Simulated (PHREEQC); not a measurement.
Make-up at 25 °C: 0.0014 mol/kgw CaSO4, 0.395 mol/kgw Na2HPO4 and 3.5e-05 mol/kgw KCl. Closed to the air; pH follows from the charge balance.

Computed with PHREEQC (ion-association model, phreeqc.dat).

```json
{
 "pH": "8.75",
 "ionic_strength": "1.02 mol/kgw",
 "activity_of_water": "0.981",
 "density": "1.041 g/cm³",
 "total_alkalinity": "395 meq/kg"
}
```

```
species  molality  activity   log γ
-------  --------  --------  ------
Na+         0.709     0.519  -0.135
HPO4-2      0.310    0.0519  -0.775
NaHPO4-    0.0805    0.0526  -0.185
H2PO4-    0.00227   0.00148  -0.185
PO4-3     0.00130   1.32e-5  -1.994
CaPO4-   0.000960  0.000628  -0.185
SO4-2    0.000870  0.000133  -0.816
NaSO4-   0.000529  0.000346  -0.185
CaHPO4   0.000372  0.000471   0.102
Ca+2      6.68e-5   1.65e-5  -0.607
Cl-       3.50e-5   2.13e-5  -0.216
K+        3.20e-5   1.92e-5  -0.223
OH-       9.70e-6   5.60e-6  -0.239
```

This is a speciation only: nothing precipitates in the calculation. Examples of supersaturated solids here: Hydroxyapatite. Others may be too. The ionic strength is past about 0.7 mol/kgw, beyond the range of this activity model, so the values are rough. Species that the database lacks are ignored.
